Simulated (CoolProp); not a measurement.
Computed with CoolProp (reference Helmholtz-energy equation of state, Lemmon 2006). It is a short technical equation, of lower accuracy than the large ones.

Task: For isopentane, give the phase and the Z, speed of sound (m/s) at 202.7 K and 0.287 MPa; 247.1 K and 0.287 MPa.

Result: 
- 202.7 K and 0.287 MPa: liquid; Z 0.0174, speed of sound 1450
- 247.1 K and 0.287 MPa: liquid; Z 0.0152, speed of sound 1210
